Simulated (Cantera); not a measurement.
A closed system holds: 1 mol AlN, 7.3 mol Cl2, equilibrated at 1025 K and 13.3 mbar.

Cantera equilibrium calculation (NASA polynomials, part measured and part estimated; ideal gas, pure solids and liquids). Candidate condensed phases: Al, AlCl3, AlN; 11 gas species. Equilibrium is a limit: real reactors are often held back by kinetics, nucleation or transport.

Base state: Cl2 0.791, AlCl3 0.137, N2 0.0683, Cl 0.00431, Al2Cl6 1.77e-5 (mole fractions); condensed: gas only.

Question: What changes in the equilibrium state with this change: pressure from 13.3 mbar to 0.133 bar?

Answer: 
| species | before | after |
|---|---|---|
| Cl2 | 0.791 | 0.793 |
| AlCl3 | 0.137 | 0.137 |
| N2 | 0.0683 | 0.0685 |
| Cl | 0.00431 | 0.00136 |
| Al2Cl6 | 1.77e-5 | 0.000177 |

Question: What changes in the equilibrium state with this change: pressure from 13.3 mbar to 16.0 Pa?

Answer: 
```tsv
species	before	after
Cl2	0.791	0.760
AlCl3	0.137	0.134
N2	0.0683	0.0672
Cl	0.00431	0.0386
Al2Cl6	1.77e-5	2.05e-7
```
